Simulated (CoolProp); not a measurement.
Vapour-liquid equilibrium of cyclohexane (1) + n-dodecane (2) at 113.45 °C; x and y are mole fractions of (1).

Computed with CoolProp (multi-fluid Helmholtz-energy mixture model, Zhou 2014 and Lemmon 2004; pair parameters Bell 2016).

Task: Give the bubble pressure and the first vapour's composition at x = 0.05, 0.125, 0.875. Is there an azeotrope?

Result: x = 0.05: 0.01313 MPa, y = 0.728; x = 0.125: 0.02789 MPa, y = 0.880; x = 0.875: 0.2129 MPa, y = 0.998. No azeotrope shows between x = 0.05 and 0.95.

Pair parameters are fitted to limited data, so mixtures are less certain than the pure fluids.
